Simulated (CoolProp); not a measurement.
Vapour-liquid equilibrium of propane (1) + R227EA (2) at 306 kPa; x and y are mole fractions of (1).

Computed with CoolProp (multi-fluid Helmholtz-energy mixture model, Lemmon 2009 and Lemmon 2016; pair parameters Bell 2016).

Give the bubble temperature and the first vapour's composition at x = 0.45, 0.75, 0.95. Is there an azeotrope?

x = 0.45: 259.9 K, y = 0.714; x = 0.75: 258.0 K, y = 0.792; x = 0.95: 258.6 K, y = 0.926. y crosses x between x = 0.75 and 0.85: the model has an azeotrope there.

Pair parameters are fitted to limited data, so mixtures are less certain than the pure fluids. With so large a gap from Raoult's law the liquid may split in two, which this calculation doesn't test in full.
